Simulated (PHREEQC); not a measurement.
## Sulfide liquor (model solution)

Solution (60 °C): 0.00025 mol H2S, 0.00014 mol NaOH and 0.07 mol ZnCl2 per kg of water. Closed to the air; pH follows from the charge balance.

The numbers come from PHREEQC with the ion-association model, phreeqc.dat.

```json
{
  "pH": "4.05",
  "ionic_strength": "0.168 mol/kgw",
  "density": "0.991 g/cm³",
  "total_alkalinity": "0.140 meq/kg"
}
```

```tsv
species	molality	activity	log γ
Cl-	0.118	0.0843	-0.147
Zn+2	0.0499	0.0147	-0.531
ZnCl+	0.0185	0.0132	-0.145
ZnCl2	0.00128	0.00133	0.017
ZnCl3-	0.000211	0.000152	-0.145
Na+	0.000140	0.000104	-0.130
Zn(HS)2	0.000124	0.000129	0.017
H+	0.000112	8.89e-5	-0.100
ZnCl4-2	2.79e-5	8.21e-6	-0.531
ZnOH+	2.63e-6	1.94e-6	-0.131
H2S	1.14e-6	1.18e-6	0.017
ZnOHCl	4.42e-7	4.60e-7	0.017
```

Precipitation was switched off in this run. Examples of supersaturated solids here: Sphalerite (slow to form). Others may be too. Away from 25 °C the constants follow the database's enthalpies or fits; those with neither stay at their 25 °C values.
